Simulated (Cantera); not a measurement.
# Diamond growth

A diamond (100) surface in a fixed gas of H2 with x(CH4) = 0.017, x(H) = 0.009, x(CH3) = 7.8e-05, 0.0543 atm; coverages are run to steady state.

Computed with Cantera and the Harris–Goodwin 1993 mechanism for the reconstructed diamond (100) surface.

| T (K) | growth (µm/h) | θ c6HH | θ c6H* | θ c6*H | θ c6** | θ c6HM |
|---|---|---|---|---|---|---|
| 900 | 1.34 | 0.686 | 0.0105 | 0.290 | 0.00436 | 0.00726 |
| 950 | 1.76 | 0.639 | 0.0141 | 0.333 | 0.00665 | 0.00578 |
| 1000 | 2.22 | 0.593 | 0.0183 | 0.373 | 0.00969 | 0.00461 |
| 1050 | 2.64 | 0.550 | 0.0229 | 0.408 | 0.0135 | 0.00362 |
| 1100 | 2.87 | 0.510 | 0.0279 | 0.440 | 0.0182 | 0.00267 |
| 1150 | 2.71 | 0.473 | 0.0331 | 0.467 | 0.0237 | 0.00174 |
| 1200 | 2.17 | 0.439 | 0.0384 | 0.491 | 0.0301 | 0.000954 |
| 1250 | 1.59 | 0.409 | 0.0438 | 0.510 | 0.0372 | 0.000445 |
| 1300 | 1.23 | 0.381 | 0.0492 | 0.525 | 0.0449 | 0.000190 |
| 1350 | 1.10 | 0.356 | 0.0545 | 0.536 | 0.0531 | 7.85e-5 |
| 1400 | 1.07 | 0.334 | 0.0596 | 0.545 | 0.0616 | 3.22e-5 |
θ: site fractions in the mechanism's names (c6HH fully hydrogenated, c6H* and c6*H radical sites, c6** diradical, c6HM methylated).
